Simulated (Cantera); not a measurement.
Input: 1 mol SiH2Cl2, 0.43 mol Cl2, 17 mol H2, at 2000 Pa.

Equilibrium computed with Cantera from the NASA thermochemical tables; the gas is ideal and each condensed phase is pure. Candidate condensed phases: Si; 19 gas species. The numbers say what is thermodynamically allowed, not how fast it happens.

Task: What share of the Si ends up in condensed phases as a function of T (°C), at 750, 775, 800, 825, 850, 875, 900, 925, 950, 975, 1000, 1025, 1050, 1075?

Result: 
| T (°C) | Si condensed (%) | as |
|---|---|---|
| 750 | 35.5 | Si(s) |
| 775 | 37.3 | Si(s) |
| 800 | 39.2 | Si(s) |
| 825 | 41.0 | Si(s) |
| 850 | 42.7 | Si(s) |
| 875 | 44.2 | Si(s) |
| 900 | 45.3 | Si(s) |
| 925 | 46.1 | Si(s) |
| 950 | 46.6 | Si(s) |
| 975 | 46.8 | Si(s) |
| 1000 | 46.8 | Si(s) |
| 1025 | 46.6 | Si(s) |
| 1050 | 46.3 | Si(s) |
| 1075 | 45.9 | Si(s) |
